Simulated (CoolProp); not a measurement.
Vapour-liquid equilibrium of R125 (1) + R115 (2) at 84.5 kPa; x and y are mole fractions of (1).

The numbers come from the multi-fluid Helmholtz-energy mixture model, Lemmon 2005 and Lemmon 2016; pair parameters Bell 2016 in CoolProp.

**Question.** Give the bubble temperature and the first vapour's composition at x = 0.05, 0.5, 0.95. Is there an azeotrope?

**Answer.** x = 0.05: 228.0 K, y = 0.129; x = 0.5: 221.2 K, y = 0.601; x = 0.95: 221.0 K, y = 0.933. y crosses x between x = 0.65 and 0.8: the model has an azeotrope there.

Pair parameters are fitted to limited data, so mixtures are less certain than the pure fluids.
